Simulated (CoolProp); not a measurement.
Values from CoolProp's reference Helmholtz-energy equation of state, Thol 2017.

Problem. For octamethyltrisiloxane (MDM), give the phase and the density (kg/m³), expansivity (1/kK) at 49.85 °C and 7.82 MPa; 90.95 °C and 0.637 MPa.

Solution. 
- 49.85 °C and 7.82 MPa: liquid; density 803, expansivity 1.17
- 90.95 °C and 0.637 MPa: liquid; density 748, expansivity 1.44
